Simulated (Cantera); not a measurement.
Input: 1 mol SiC, 0.46 mol N₂O, 630 mol N₂, 1.3 mol H₂O, equilibrated at 44.0 Pa.

These are equilibrium values from Cantera (NASA tables, ideal gas, pure condensed phases), not measurements of a reactor. Candidate condensed phases: C, C₆H₆, C₇H₈, C₈H₁₈, H₂O, Si, SiC, SiO₂, Si₂N₂O, Si₃N₄; 151 gas species. Mutual solubility and eutectic melting of coexisting phases are not modelled. The tables hold silica as quartz up to 1696 K and as liquid above; real silica turns to tridymite and cristobalite and melts near 1996 K. The numbers say what is thermodynamically allowed, not how fast it happens.

log p: log10 of the partial pressure in bar; n: condensed amount in mol.

```json
[
 {"T (°C)": "852", "log p N₂": "-3.36", "log p H₂": "-6.04", "log p CO": "-6.16", "log p SiO": "-10.40", "log p H": "?", "log p HCN": "-11.86", "n SiO₂(β-quartz)": "0.173", "n Si₂N₂O(s)": "0.413"},
 {"T (°C)": "902", "log p N₂": "-3.36", "log p H₂": "-6.04", "log p CO": "-6.16", "log p SiO": "-9.39", "log p H": "?", "log p HCN": "-11.95", "n SiO₂(β-quartz)": "0.173", "n Si₂N₂O(s)": "0.413"},
 {"T (°C)": "952", "log p N₂": "-3.36", "log p H₂": "-6.04", "log p CO": "-6.16", "log p SiO": "-8.47", "log p H": "?", "log p HCN": "-12.03", "n SiO₂(β-quartz)": "0.172", "n Si₂N₂O(s)": "0.412"},
 {"T (°C)": "1002", "log p N₂": "-3.36", "log p H₂": "-6.04", "log p CO": "-6.16", "log p SiO": "-7.63", "log p H": "?", "log p HCN": "-12.10", "n SiO₂(β-quartz)": "0.162", "n Si₂N₂O(s)": "0.402"},
 {"T (°C)": "1052", "log p N₂": "-3.36", "log p H₂": "-6.04", "log p CO": "-6.16", "log p SiO": "-6.85", "log p H": "?", "log p HCN": "-12.17", "n SiO₂(β-quartz)": "0.105", "n Si₂N₂O(s)": "0.345"},
 {"T (°C)": "1102", "log p N₂": "-3.36", "log p H₂": "-6.04", "log p CO": "-6.16", "log p SiO": "-6.44", "log p H": "?", "log p HCN": "-11.60", "n SiO₂(β-quartz)": "0", "n Si₂N₂O(s)": "0.240"},
 {"T (°C)": "1152", "log p N₂": "-3.36", "log p H₂": "-6.05", "log p CO": "-6.16", "log p SiO": "-6.44", "log p H": "?", "log p HCN": "-10.31", "n SiO₂(β-quartz)": "0", "n Si₂N₂O(s)": "0.240"}
]
```

Question: What belongs in the gaps?

Answer: 
- 852, log p H: -10.37
- 902, log p H: -9.93
- 952, log p H: -9.53
- 1002, log p H: -9.15
- 1052, log p H: -8.81
- 1102, log p H: -8.49
- 1152, log p H: -8.19
